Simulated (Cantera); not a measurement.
Feed: 1 mol Si(CH₃)₄, 90 mol H₂, equilibrated at 1052 °C and 0.410 bar.

Equilibrium computed with Cantera from the NASA thermochemical tables; the gas is ideal and each condensed phase is pure. Candidate condensed phases: C, C₆H₆, C₇H₈, C₈H₁₈, Si, SiC; 87 gas species. Equilibrium is a limit: real reactors are often held back by kinetics, nucleation or transport.

Q: What is the equilibrium state?

A: 
| Property | Result |
|---|---|
| x(H₂) | 0.997 |
| x(CH₄) | 0.00274 |
| x(H) | 2.55e-6 |
| n(C(graphite)) | 2.74 mol |
| n(SiC(s)) | 1.00 mol |
| gas amount | 95.74 mol |
| log10 activity of Si(s) (absent) | -2.47 |
